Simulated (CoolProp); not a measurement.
A single-stage vapour-compression cycle with trans-2-butene: evaporating at 288.15 K (dew point), condensing at 311.15 K (bubble point), superheat 5 K, subcooling 0 K, compressor efficiency 0.7, no pressure losses. Each further row changes one setting.

Computed with CoolProp (reference Helmholtz-energy equation of state, Lemmon 2005). It is a short technical equation, of lower accuracy than the large ones.

```
case                              cooling COP  pressure ratio  discharge temperature (K)  refrigerating effect (kJ/kg)  volumetric capacity (kJ/m³)
--------------------------------  -----------  --------------  -------------------------  ----------------------------  ---------------------------
as stated                                8.03            2.05                      323.3                           346                         1420
evaporating temperature 293.15 K         10.6            1.74                        [?]                           353                         1700
condensing temperature 306.15 K          10.5            1.77                        [?]                           358                         1470
subcooling 5 K                           8.31            2.05                      323.3                           358                         1470
superheat 15 K                           8.08            2.05                        [?]                           [?]                          [?]
compressor efficiency 0.6                6.89            2.05                      327.3                           346                         1420
```

**Question.** Fill in the missing entries.

**Answer.** 
- evaporating temperature 293.15 K, discharge temperature (K): 321.5
- condensing temperature 306.15 K, discharge temperature (K): 317.1
- superheat 15 K, discharge temperature (K): 333.5
- superheat 15 K, refrigerating effect (kJ/kg): 362
- superheat 15 K, volumetric capacity (kJ/m³): 1430
